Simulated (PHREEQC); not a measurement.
Dissolve 21 mmol/kgw NaHSO4, 29 mmol/kgw NaH2PO4 and 6.7 mmol/kgw NaCl at 35 °C. Closed to the air; pH follows from the charge balance.

Model: ion-association model, wateq4f.dat, run in PHREEQC.

This is a speciation only: nothing precipitates in the calculation.

**Question.** Estimate the pH.

**Answer.** pH 2.33.

**Question.** In which forms is P present?

**Answer.** H2PO4- 62 %, H3PO4 38 % of the P.

Species that the database lacks are ignored. H3PO4, which wateq4f.dat lacks, is added to it with the constant of phreeqc.dat.
